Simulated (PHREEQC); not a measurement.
Synthetic water in mg/L, 20 °C, pH 2.68, pe 12.9: Na 927; K 173; Ca 211; Mg 349; Cl 464; S(6) as SO4 3530; Mn(2) 3.44; Fe(3) 5.19; Zn 62.4.

Valence states are taken as typed.

Equilibrium calculation in PHREEQC: ion-association model, phreeqc.dat.

ionic strength: 0.104 mol/kgw
specific conductance: 6390 µS/cm
density: 1.003 g/cm³
total alkalinity: -4.85 meq/kg
charge-balance error: 3.2 %

| species | molality | activity | log γ |
|---|---|---|---|
| Na+ | 0.0389 | 0.0305 | -0.106 |
| SO4-2 | 0.0242 | 0.00897 | -0.432 |
| Cl- | 0.0132 | 0.0101 | -0.116 |
| Mg+2 | 0.00835 | 0.00338 | -0.392 |
| MgSO4 | 0.00609 | 0.00624 | 0.010 |
| K+ | 0.00421 | 0.00321 | -0.118 |
| Ca+2 | 0.00332 | 0.00129 | -0.410 |
| H+ | 0.00253 | 0.00209 | -0.084 |

This is a speciation only: nothing precipitates in the calculation. Saturation is exceeded, for instance for Hematite (slow to form), Goethite (slow to form); the values hold only as long as no solid forms. Complexes and solids missing from the database can't appear.
